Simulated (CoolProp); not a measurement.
A Linde-Hampson liquefier for normal hydrogen: isothermal reversible compression at 250 K from 1 atm to 25 MPa, throttling to 1 atm, return gas leaving the recuperator 10 K below the feed. Each further row changes one setting.

The numbers come from the reference Helmholtz-energy equation of state, Leachman 2009 in CoolProp.

```csv
case,compression work (kJ/kg of gas)
as stated,5850
high pressure 50 MPa,6760
warm-end temperature 280 K,6540
warm-end gap 15 K,5850
```
